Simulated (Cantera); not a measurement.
Input: 1 mol Si, 0.041 mol H2O, 0.74 mol N2, equilibrated at 1277 °C and 0.270 bar.

Method: chemical equilibrium by Gibbs-energy minimisation in Cantera with the NASA 1993 tables (ideal gas, pure condensed phases). Candidate condensed phases: H2O, Si, SiO2, Si2N2O, Si3N4; 35 gas species. Mutual solubility and eutectic melting of coexisting phases are not modelled. The numbers say what is thermodynamically allowed, not how fast it happens.

Question: What is the equilibrium state?

Answer: 
| Quantity | Value |
|---|---|
| x(N2) | 0.680 |
| x(H2) | 0.320 |
| x(H) | 3.43e-5 |
| x(NH3) | 2.16e-6 |
| n(Si2N2O(s)) | 0.0410 mol |
| n(Si3N4(s)) | 0.306 mol |
| gas amount | 0.1280 mol |
| log10 activity of Si(s) (absent) | -2.12 |
